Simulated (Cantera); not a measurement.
Cantera run:

```python
import numpy as np
import cantera as ct

gas_names = """
    Cr CrN CrO CrO2 CrO3 H HNO HNO2 HNO3 HO2 H2 H2O H2O2 N NH NH2 NH3 NH2OH NO NO2 NO3 N2 N2H2 N2H4 N2O
    O OH O2 O3
""".split()
cond_names = """
    Cr(cr) Cr(L) CrN(s) Cr2N(s) Cr2O3(s) Cr2O3(L) H2O(s) H2O(L)
""".split()


def load(file, names, dense=False):
    # The tables refer to 1 bar. Condensed volumes are neglected.
    table = {s.name: s for s in ct.Species.list_from_file(file)}
    out = []
    for n in names:
        d = dict(table[n].input_data)
        d["thermo"] = dict(d["thermo"], **{"reference-pressure": 1e5})
        if dense:
            d["equation-of-state"] = {"model": "constant-volume", "density": "1e6 g/cm^3"}
        out.append(ct.Species.from_dict(d))
    return out


gas = ct.Solution(thermo="ideal-gas", species=load("nasa_gas.yaml", gas_names))
cond = {s.name: ct.Solution(thermo="fixed-stoichiometry", species=[s], name=s.name)
        for s in load("nasa_condensed.yaml", cond_names, dense=True)}
atoms = {
    'Cr': {'Cr': 1},
    'N2': {'N': 2},
    'H2O': {'H': 2, 'O': 1},
}
top_T = {'CrN(s)': 1900, 'Cr2N(s)': 1900}  # K; cautious upper limits of use, not melting points


def equilibrate(T, P, feed):
    n = {}
    for name, mol in feed.items():
        for a, k in atoms[name].items():
            n[a] = n.get(a, 0.0) + k * mol
    gas.TPX = T, P, n
    mass = sum(n.values()) * gas.mean_molecular_weight
    gas.equilibrate("TP")
    valid = [c for c in cond.values() if c.min_temp <= T <= top_T.get(c.name, c.max_temp)]
    mix = ct.Mixture([(gas, mass / gas.mean_molecular_weight)] + [(c, 0.0) for c in valid])
    mix.T, mix.P = T, P
    mix.equilibrate("TP", solver="vcs", rtol=1e-11, max_steps=5000)
    return mix


results = []
feed = {'Cr': 1, 'N2': 28, 'H2O': 0.064}  # mol
P = 10000  # Pa
for T in [1200, 1350, 1500, 1650, 1800, 1950, 2100, 2250]:
    mix = equilibrate(T, P, feed)
    results.append((T, P, feed, dict(zip(mix.species_names, mix.species_moles))))

top = {s: max(r[3][s] / sum(r[3][g] for g in gas_names) for r in results) for s in gas_names}
cols = sorted((s for s in top if top[s] > 1e-05), key=lambda s: -top[s])[:8]
seen = [c for c in cond_names if any(r[3].get(c, 0) > 1e-12 for r in results)]
print("log10 of partial pressures in bar; condensed amounts in mol")
print(f"{'T/K':>10s}" + "".join(f"{s[:9]:>10s}" for s in cols + seen))
for T, P, feed, n in results:
    ng = sum(n[g] for g in gas_names)
    print(f"{T:10.4g}" + "".join(f"{np.log10(max(n[s] / ng * P / 1e5, 1e-99)):10.3f}" for s in cols)
          + "".join(f"{n.get(c, 0):10.4g}" for c in seen))
```

It prints:

```
log10 of partial pressures in bar; condensed amounts in mol
       T/K        N2        Cr        H2       CrO         H       H2O      CrO2        NO    Cr(cr)    CrN(s)   Cr2N(s)  Cr2O3(s)
      1200    -1.001   -10.227    -3.635   -14.652    -8.522    -7.222   -18.466   -15.302         0    0.9573         0   0.02133
      1350    -1.001    -8.044    -3.639   -11.883    -7.442    -6.825   -15.362   -13.253         0         0    0.4787   0.02132
      1500    -1.001    -6.325    -3.639    -9.685    -6.574    -6.495   -12.884   -11.602         0         0    0.4786    0.0213
      1650    -1.001    -5.036    -3.645    -7.933    -5.864    -6.160   -10.828   -10.178    0.9549         0         0   0.02127
      1800    -1.001    -4.033    -3.650    -6.502    -5.271    -5.839    -9.102    -8.949    0.9315         0         0   0.02117
      1950    -1.004    -3.192    -3.667    -5.299    -4.774    -5.578    -7.646    -7.908    0.7758         0         0    0.0206
      2100    -1.016    -2.484    -3.711    -4.276    -4.362    -5.380    -6.402    -7.015         0         0         0   0.01571
      2250    -1.016    -2.490    -3.793    -3.706    -4.026    -4.946    -5.334    -5.931         0         0         0         0
```

Cantera equilibrium calculation (NASA polynomials, part measured and part estimated; ideal gas, pure solids and liquids). Mutual solubility and eutectic melting of coexisting phases are not modelled.
